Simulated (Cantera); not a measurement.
A closed system holds: 1 mol Fe2O3, 2 mol Cl2, 0.23 mol H2, equilibrated at 1175 K.

Method: chemical equilibrium by Gibbs-energy minimisation in Cantera with the NASA 1993 tables (ideal gas, pure condensed phases). Candidate condensed phases: Fe, FeCl2, FeCl3, FeO, Fe(OH)2, Fe(OH)3, Fe2O3, Fe3O4, H2O; 22 gas species. The numbers say what is thermodynamically allowed, not how fast it happens.

Question: What share of the Fe ends up in condensed phases as a function of P (Pa), at 1000, 2200, 4600, 10000, 22000, 46000, 100000, 220000, 460000, 1000000?

Answer: 
```
P (Pa)   Fe condensed (%)        as
-------  ----------------  --------
1000                 73.5  Fe2O3(s)
2200                 76.4  Fe2O3(s)
4600                 78.7  Fe2O3(s)
10000                80.8  Fe2O3(s)
22000                82.5  Fe2O3(s)
46000                83.9  Fe2O3(s)
100000               85.2  Fe2O3(s)
220000               86.3  Fe2O3(s)
460000               87.0  Fe2O3(s)
1000000              87.4  Fe2O3(s)
```
